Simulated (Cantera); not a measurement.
An isothermal, constant-pressure homogeneous reactor starts with NO : N2 = 1 : 12 (molar parts), at 1975 K and 0.0132 atm.

Model: GRI-Mech 3.0 (53 species, 325 reactions), integrated in Cantera. Radical loss at walls, strong at low pressure, is not modelled.

Task: Predict: x(NO) at 100 s; x(O) at 100 s; x(N2O) at 100 s; x(NO2) at 100 s; x(N2) at 100 s.

Result: 
- x(NO) at 100 s: 0.00969 (gas-phase equilibrium 0.00329)
- x(O) at 100 s: 0.000875 (gas-phase equilibrium 0.000915)
- x(N2O) at 100 s: 4.97e-8 (gas-phase equilibrium 2.36e-8)
- x(NO2) at 100 s: 7.99e-7 (gas-phase equilibrium 2.84e-7)
- x(N2) at 100 s: 0.956 (gas-phase equilibrium 0.959)
